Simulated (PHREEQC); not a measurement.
Make-up at 20 °C: 0.0022 mol/kgw KH2PO4 and 4.6e-05 mol/kgw K2HPO4. Closed to the air; pH follows from the charge balance.

Equilibrium calculation in PHREEQC: ion-association model, phreeqc.dat.

Precipitation was switched off in this run.

**Question.** Predict the pH, ionic strength.

**Answer.** pH 5.51; ionic strength 0.00234 mol/kgw.

**Question.** In which forms is P present?

**Answer.** H2PO4- 98 %, HPO4-2 2.2 % of the P.
